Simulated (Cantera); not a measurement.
Charge: 1 mol PbO, 2.7 mol CO, 2.8 mol N2, equilibrated at 2125 K and 73.0 Pa.

These are equilibrium values from Cantera (NASA tables, ideal gas, pure condensed phases), not measurements of a reactor. Candidate condensed phases: C, Pb, PbO, PbO2, Pb3O4; 27 gas species. The numbers say what is thermodynamically allowed, not how fast it happens.

Base state: N2 0.426, CO 0.275, Pb 0.150, CO2 0.136, O2 0.00419, O 0.00396, PbO 0.00262, NO 0.00110 (mole fractions); condensed: gas only.

Q: What changes in the equilibrium state with this change: pressure from 73.0 Pa to 100000 Pa?

A: 
```csv
species,before,after
N2,0.426,0.431
CO,0.275,0.265
CO2,0.136,0.151
Pb,0.150,0.151
Pb2,6.34e-8,8.77e-5
O,0.00396,3.32e-6
O2,0.00419,4.05e-6
```
Gases not in the tables: (PbO)n polymers.

Q: What changes in the equilibrium state with this change: pressure from 73.0 Pa to 133 Pa?

A: 
| species | before | after |
|---|---|---|
| N2 | 0.426 | 0.428 |
| CO | 0.275 | 0.271 |
| Pb | 0.150 | 0.150 |
| CO2 | 0.136 | 0.142 |
| O | 0.00396 | 0.00229 |
| O2 | 0.00419 | 0.00256 |
| NO | 0.00110 | 0.000862 |
| PbO | 0.00262 | 0.00277 |
